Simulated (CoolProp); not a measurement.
100 sccm (0 °C, 1 atm) of nitrogen bubbles through liquid octamethyltrisiloxane (MDM) at 362.4 K and leaves saturated at a total pressure of 0.15 MPa (ideal gas phase). Each further row changes one setting.

Computed with CoolProp (reference Helmholtz-energy equation of state, Thol 2017).

| case | vapour pressure (kPa) | mole fraction of vapour | delivery (mg/min) | delivery (sccm) | change of delivery for a bath 1 K warmer (%) |
|---|---|---|---|---|---|
| as stated | 13.3 | 0.0884 | ___ | 9.69 | 4.4 |
| bath temperature 367.4 K | 16.1 | ___ | ___ | 12.0 | 4.4 |
| total pressure 0.3 MPa | 13.3 | ___ | ___ | 4.62 | ___ |

### Question
Complete the blanks.

### Answer

- as stated, delivery (mg/min): 102
- bath temperature 367.4 K, mole fraction of vapour: 0.107
- bath temperature 367.4 K, delivery (mg/min): 127
- total pressure 0.3 MPa, mole fraction of vapour: 0.0442
- total pressure 0.3 MPa, delivery (mg/min): 48.8
- total pressure 0.3 MPa, change of delivery for a bath 1 K warmer (%): 4.2
